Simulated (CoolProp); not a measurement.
The fluid at 422.95 K and 0.176 MPa expands adiabatically to 0.0251 MPa with isentropic efficiency 0.9. The same conditions are run with several fluids, on thermodynamics alone (safety and materials aside).

The numbers come from the reference Helmholtz-energy equation of state of each fluid (n-heptane: Span 2003; R404A: Lemmon 2003; carbon monoxide: Lemmon 2006; R1224YDZ: Akasaka 2023; R113: Marx 1992) in CoolProp. Blends and air are pseudo-pure fits.

| fluid | work (kJ/kg) | final temperature (K) | final density (kg/m³) |
|---|---|---|---|
| n-heptane | 57.4 | 393.2 | 0.777 |
| R404A | 58.0 | 365.5 | 0.808 |
| carbon monoxide | 169 | 260.9 | 0.324 |
| R1224YDZ | 38.7 | 379.6 | 1.19 |
| R113 | 30.6 | 379.9 | 1.50 |
